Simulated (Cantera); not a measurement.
Predominance diagram of Mg at 1875 K against the partial pressures of O2 and F2 (log10, bar). Standard-state values (1 bar) from the NASA 1993 polynomials, evaluated with Cantera. Candidates: Mg(l), MgF2(l), MgO(s). Only these pure phases compete in this equilibrium. Not in the tables: oxide halides.

```
log p(F2) \ log p(O2)
        columns: -14, -13.2, -12.4, -11.5, -10.7, -9.9, -9.1, -8.2, -7.4, -6.6, -5.8, -4.9, -4.1, -3.3, -2.5, -1.6, -0.8, 0
      0  A A A A A A A A A A A A A A A A A A
   -2.1  B B B B B B B B B B B B B B B B B B
   -4.2  B B B B B B B B B B B B B B B B B B
   -6.3  B B B B B B B B B B B B B B B B B B
   -8.4  B B B B B B B B B B B B B B B B B B
  -10.6  B B B B B B B B B B B B B B B B B B
  -12.7  B B B B B B B B B B B B B B B C C C
  -14.8  B B B B B B B B B B C C C C C C C C
  -16.9  B B B B B C C C C C C C C C C C C C
    -19  C C C C C C C C C C C C C C C C C C
```

A: out of reach (another gas would pass 10 bar, or a non-metal would condense); B: MgF2(l); C: MgO(s).
